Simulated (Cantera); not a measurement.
**SiCl₄ + N₂ (silicon nitride deposition)**

Input: 1 mol SiCl₄, a varied amount of N₂, equilibrated at 1327 °C and 0.100 bar.

Method: chemical equilibrium by Gibbs-energy minimisation in Cantera with the NASA 1993 tables (ideal gas, pure condensed phases). Candidate condensed phases: Si, Si₃N₄; 13 gas species. The tables' values for SiCl₃ are old estimates; treat these amounts as uncertain. Equilibrium is a limit: real reactors are often held back by kinetics, nucleation or transport.

| n(N₂) (mol) | x N₂ | x SiCl₄ | x Cl | x SiCl₃ | x SiCl₂ | x Cl₂ |
|---|---|---|---|---|---|---|
| 2.5 | 0.710 | 0.278 | 0.00598 | 0.00594 | 0.000313 | 0.000296 |
| 3.4 | 0.768 | 0.220 | 0.00538 | 0.00524 | 0.000307 | 0.000240 |
| 4.7 | 0.820 | 0.170 | 0.00477 | 0.00455 | 0.000300 | 0.000189 |
| 6.4 | 0.861 | 0.130 | 0.00423 | 0.00394 | 0.000293 | 0.000148 |
| 8.9 | 0.896 | 0.0970 | 0.00370 | 0.00335 | 0.000286 | 0.000113 |
| 12 | 0.920 | 0.0735 | 0.00326 | 0.00288 | 0.000278 | 8.81e-5 |
| 17 | 0.942 | 0.0527 | 0.00281 | 0.00240 | 0.000269 | 6.53e-5 |
| 23 | 0.956 | 0.0393 | 0.00246 | 0.00204 | 0.000261 | 5.02e-5 |
| 32 | 0.968 | 0.0283 | 0.00213 | 0.00170 | 0.000252 | 3.75e-5 |
| 44 | 0.976 | 0.0205 | 0.00185 | 0.00142 | 0.000242 | 2.83e-5 |
| 60 | 0.982 | 0.0149 | 0.00161 | 0.00119 | 0.000232 | 2.15e-5 |
| 83 | 0.987 | 0.0107 | 0.00139 | 0.000981 | 0.000222 | 1.61e-5 |
x: gas mole fraction; nothing condenses.

From 2.5 mol N₂ to 83 mol N₂ nothing is condensed. The main Si-bearing gas is SiCl₄ throughout.
